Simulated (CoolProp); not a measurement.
R365MFC along the isotherm 122.75 °C: Z from the reference equation and from simpler models built on Tc = 186.9 °C, pc = 32.66 bar, ω = 0.377; each cubic takes its own stable root.

Model: reference Helmholtz-energy equation of state, Lemmon 2016, in CoolProp.

```csv
p (bar),phase,reference,van der Waals,Redlich-Kwong,Soave-Redlich-Kwong,Peng-Robinson
8.17,gas,0.8236,0.8814,0.8533,0.8373,0.8266
16.3,liquid,0.07246,0.7155,0.08783,0.08135,0.07174
24.5,liquid,0.1081,0.1779,0.1291,0.1206,0.1065
32.7,liquid,0.1432,0.2309,0.1690,0.1589,0.1405
40.8,liquid,0.1776,0.2819,0.2074,0.1960,0.1735
49,liquid,0.2120,0.3324,0.2454,0.2330,0.2063
57.2,liquid,0.2460,0.3819,0.2827,0.2694,0.2387
65.3,liquid,0.2794,0.4301,0.3190,0.3048,0.2703
73.5,liquid,0.3129,0.4783,0.3551,0.3402,0.3019
81.7,liquid,0.3461,0.5258,0.3907,0.3752,0.3332
```

At some of these states van der Waals gives the other phase, because its saturation line lies elsewhere.
